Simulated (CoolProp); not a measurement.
The numbers come from the reference Helmholtz-energy equation of state, Thol 2016 in CoolProp.

### Question
Give the vapour pressure (MPa), vapour density (kg/m³), enthalpy of vaporisation (kJ/kg), liquid cp (kJ/(kg K)) of saturated hexamethyldisiloxane (MM) at 366.5, 401, 452.9 K.

### Answer
| T (K) | p (MPa) | vapour density (kg/m³) | enthalpy of vaporisation (kJ/kg) | liquid cp (kJ/(kg K)) |
|---|---|---|---|---|
| 366.5 | 0.0819 | 4.62 | 196 | 2.09 |
| 401 | 0.210 | 11.5 | 177 | 2.20 |
| 452.9 | 0.639 | 36.1 | 141 | 2.42 |
